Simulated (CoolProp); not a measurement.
Model: reference Helmholtz-energy equation of state, Gao 2022, in CoolProp.

Task: For n-perfluorohexane, give the phase and the density (kg/m³), expansivity (1/kK) at 450 K and 4.77 bar.

Result: 
- 450 K and 4.77 bar: gas; density 48.0, expansivity 3.24
